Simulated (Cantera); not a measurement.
Feed: 1 mol V₂O₅, 930 mol H₂, 1.5 mol H₂O, equilibrated at 977 °C and 1.00 Torr.

These are equilibrium values from Cantera (NASA tables, ideal gas, pure condensed phases), not measurements of a reactor. Candidate condensed phases: H₂O, V, VO, V₂O₃, V₂O₄, V₂O₅; 12 gas species. Condensed phases not in the tables: the oxides between V₂O₃ and V₂O₅ other than VO₂. The numbers say what is thermodynamically allowed, not how fast it happens.

Base state: H₂ 0.996, H₂O 0.00376, H 1.32e-5 (mole fractions); condensed: V₂O₃(s).

Q: What changes in the equilibrium state with this change: temperature from 977 °C to 1450 °C?

A: 
| species | before | after |
|---|---|---|
| H₂ | 0.996 | 0.990 |
| H | 1.32e-5 | 0.00498 |
| H₂O | 0.00376 | 0.00479 |
| VO₂ | <1e-9 | 3.02e-5 |
| V₂O₃(s), mol | 1.00 | 0 |
| VO(s), mol | 0 | 1.96 |
VO: taken at fixed stoichiometry.
